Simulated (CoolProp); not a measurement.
Vapour-liquid equilibrium of n-heptane (1) + m-xylene (2) at 183 kPa; x and y are mole fractions of (1).

Computed with CoolProp (multi-fluid Helmholtz-energy mixture model, Span 2003 and Zhou 2012; pair parameters Bell 2016).

| x | bubble temperature (K) | y at the bubble point | dew temperature at overall composition x (K) | liquid density (mol/L) |
|---|---|---|---|---|
| 0.05 | 431.2 | 0.139 | 434.1 | 6.853 |
| 0.15 | 423.9 | 0.346 | 430.9 | 6.770 |
| 0.25 | 418.0 | 0.492 | 427.4 | 6.677 |
| 0.35 | 413.2 | 0.602 | 423.7 | 6.578 |
| 0.45 | 409.2 | 0.690 | 419.8 | 6.476 |
| 0.55 | 405.6 | 0.763 | 415.6 | 6.373 |
| 0.65 | 402.4 | 0.825 | 411.0 | 6.270 |
| 0.75 | 399.5 | 0.881 | 406.2 | 6.168 |
| 0.85 | 396.8 | 0.931 | 401.1 | 6.068 |
| 0.95 | 394.2 | 0.978 | 395.8 | 5.968 |

No azeotrope shows between x = 0.05 and 0.95.

Pair parameters are fitted to limited data, so mixtures are less certain than the pure fluids.
